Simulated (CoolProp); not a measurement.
Computed with CoolProp (reference Helmholtz-energy equation of state, Gao 2022).

Task: Give the vapour pressure (MPa), liquid density (kg/m³), vapour density (kg/m³), enthalpy of vaporisation (kJ/kg) of saturated n-perfluoropentane at 14.85, 41.55 °C.

Result: 
| T (°C) | p (MPa) | liquid density (kg/m³) | vapour density (kg/m³) | enthalpy of vaporisation (kJ/kg) |
|---|---|---|---|---|
| 14.85 | 0.0577 | 1640 | 7.21 | 94.8 |
| 41.55 | 0.155 | 1550 | 18.5 | 86.9 |
